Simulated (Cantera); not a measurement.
A perfectly stirred reactor is fed with 2.50 % CH4, 86.3 % H2, 11.2 % H, at 0.0200 bar; it is held at 1800 K, and followed from long to short residence time.

Detailed kinetics in Cantera: GRI-Mech 3.0 (53 species, 325 reactions). GRI-Mech 3.0 stops at C3 and has no aromatics, soot or wall deposition, so with more carbon than oxygen in the feed, carbon stays in small species such as C2H2 where larger ones or solid carbon would form. Radical loss at walls, strong at low pressure, is not modelled.

x: mole fraction; the columns are a selection and need not sum to one.

| τ (s) | x CH4 | x H2 | x H | x C2H2 | x CH3 | x C2H | x C2H4 |
|---|---|---|---|---|---|---|---|
| 6.3 | 0.00177 | 0.982 | 0.00432 | 0.0119 | 0.000157 | 4.59e-7 | 5.88e-6 |
| 1.5 | ? | 0.979 | ? | 0.0117 | ? | ? | ? |
| 0.37 | 0.00191 | 0.973 | 0.0127 | 0.0116 | 0.000497 | 1.33e-6 | 7.89e-6 |
| 0.090 | 0.00133 | 0.961 | 0.0251 | 0.0117 | 0.000684 | 2.68e-6 | 8.40e-6 |
| 0.022 | 0.00107 | 0.944 | 0.0420 | 0.0116 | 0.000919 | 4.52e-6 | 9.38e-6 |
| 0.0053 | 0.00150 | 0.931 | 0.0548 | 0.0109 | 0.00163 | 5.62e-6 | 1.70e-5 |
| 0.0013 | ? | 0.920 | ? | ? | ? | 5.66e-6 | ? |
| 0.00031 | 0.00527 | 0.906 | 0.0755 | 0.00611 | 0.00691 | 4.51e-6 | 8.51e-5 |

Q: Complete the blanks.

A: 
- 1.5, x CH4: 0.00211
- 1.5, x H: 0.00689
- 1.5, x CH3: 0.000299
- 1.5, x C2H: 7.19e-7
- 1.5, x C2H4: 6.67e-6
- 0.0013, x CH4: 0.00282
- 0.0013, x H: 0.0643
- 0.0013, x C2H2: 0.00921
- 0.0013, x CH3: 0.00344
- 0.0013, x C2H4: 4.03e-5
